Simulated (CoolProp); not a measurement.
R1336mzz(Z) at 293.15 K and 0.0132 MPa is throttled through a valve to 0.00675 MPa with no heat exchange. Each further row changes one setting.

The numbers come from the reference Helmholtz-energy equation of state, McLinden 2020 in CoolProp.

```json
[
 {"case": "as stated", "temperature change (K)": "?", "final density (kg/m³)": "?"},
 {"case": "outlet pressure 0.00202 MPa", "temperature change (K)": "?", "final density (kg/m³)": "?"},
 {"case": "outlet pressure 0.00877 MPa", "temperature change (K)": "?", "final density (kg/m³)": "?"}
]
```

Question: Some entries are withheld; supply them.

Answer: 
- as stated, temperature change (K): -0.3
- as stated, final density (kg/m³): 0.457
- outlet pressure 0.00202 MPa, temperature change (K): -0.5
- outlet pressure 0.00202 MPa, final density (kg/m³): 0.136
- outlet pressure 0.00877 MPa, temperature change (K): -0.2
- outlet pressure 0.00877 MPa, final density (kg/m³): 0.594
